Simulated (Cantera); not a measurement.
A perfectly stirred reactor is fed with H2 : O2 = 0.14 : 1 (molar parts), equivalence ratio 0.070, at 0.0267 bar; it is held at 1398 K, and followed from long to short residence time.

Detailed kinetics in Cantera: GRI-Mech 3.0 (53 species, 325 reactions). Radical loss at walls, strong at low pressure, is not modelled. The temperature is held fixed by assumption; the heat of reaction is taken as removed at once.

Question: What does this change do: O2 1 to 5.8 parts?

Answer: 
```tsv
quantity	before	after
x(H2) at τ = 17.0 s	3.32e-5	7.15e-6
x(O2) at τ = 17.0 s	0.868	0.976
x(O) at τ = 17.0 s	0.000341	0.000338
x(HO2) at τ = 17.0 s	5.00e-7	1.69e-7
x(H2O) at τ = 17.0 s	0.130	0.0236
x(H2) at τ = 81.0 ms	0.00102	0.000168
x(O2) at τ = 81.0 ms	0.855	0.967
x(O) at τ = 81.0 ms	0.0115	0.00843
x(HO2) at τ = 81.0 ms	5.23e-6	1.33e-6
x(H2O) at τ = 81.0 ms	0.125	0.0223
```

Question: What does this change do: pressure from 0.0267 bar to 0.0320 bar?

Answer: 
```tsv
quantity	before	after
x(H2) at τ = 17.0 s	3.32e-5	2.74e-5
x(O2) at τ = 17.0 s	0.868	0.869
x(O) at τ = 17.0 s	0.000341	0.000266
x(HO2) at τ = 17.0 s	5.00e-7	4.88e-7
x(H2O) at τ = 17.0 s	0.130	0.130
x(H2) at τ = 81.0 ms	0.00102	0.000854
x(O2) at τ = 81.0 ms	0.855	0.858
x(O) at τ = 81.0 ms	0.0115	0.00914
x(HO2) at τ = 81.0 ms	5.23e-6	5.66e-6
x(H2O) at τ = 81.0 ms	0.125	0.126
```
